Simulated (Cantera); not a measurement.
Input: 1 mol ZrO₂, 1400 mol H₂, 37 mol N₂, at 1998 K and 10.0 Pa.

Method: chemical equilibrium by Gibbs-energy minimisation in Cantera with the NASA 1993 tables (ideal gas, pure condensed phases). Candidate condensed phases: H₂O, Zr, ZrN, ZrO₂; 28 gas species. Equilibrium is a limit: real reactors are often held back by kinetics, nucleation or transport.

Base state: H₂ 0.830, H 0.146, N₂ 0.0239, ZrO 2.10e-5, H₂O 2.07e-5 (mole fractions); condensed: ZrO₂(tetragonal).

**Question.** What changes in the equilibrium state with this change: temperature from 1998 K to 1648.15 K?

**Answer.** 
```
species                 before    after
---------------------  -------  -------
H₂                       0.830    0.966
N₂                      0.0239   0.0256
H                        0.146  0.00876
ZrO                    2.10e-5  2.01e-9
H₂O                    2.07e-5  2.40e-6
ZrO₂(tetragonal), mol    0.967    0.998
ZrN(s), mol                  0  0.00173
```
Mutual solubility and eutectic melting of coexisting phases are not modelled. ZrN: taken at fixed stoichiometry. Condensed phases not in the tables: solid solutions among these carbides, nitrides and lower oxides.

**Question.** What changes in the equilibrium state with this change: temperature from 1998 K to 2048.15 K?

**Answer.** 
```
species                 before    after
---------------------  -------  -------
H₂                       0.830    0.779
H                        0.146    0.198
N₂                      0.0239   0.0232
ZrO                    2.10e-5  3.98e-5
H₂O                    2.07e-5  3.87e-5
ZrO₂(tetragonal), mol    0.967    0.935
```
